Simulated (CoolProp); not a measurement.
CH2F2 (R32) along the isotherm 394.9 K: fugacity coefficient from the reference equation and from simpler models built on Tc = 351.3 K, pc = 5783 kPa, ω = 0.277; each cubic takes its own stable root.

Values from CoolProp's reference Helmholtz-energy equation of state, Tillner-Roth 1997.

| p (kPa) | phase | reference |
|---|---|---|
| 1080 | gas | 0.9532 |
| 2170 | gas | 0.9073 |
| 3250 | gas | 0.8632 |
| 4340 | gas | 0.8199 |
| 5420 | gas | 0.7783 |
| 6510 | supercritical | 0.7375 |
| 7590 | supercritical | 0.6982 |
| 8670 | supercritical | 0.6602 |

Q: How far does each simpler model (Redlich-Kwong, Soave-Redlich-Kwong) lie from the reference over these 8 states: mean and median of the absolute difference, and the worst?

A: 
- Redlich-Kwong: mean 0.7 %, median 0.8 %, worst +1.0 % at 394.9 K and 7590 kPa
- Soave-Redlich-Kwong: mean 2.7 %, median 2.6 %, worst +5.0 % at 394.9 K and 8670 kPa
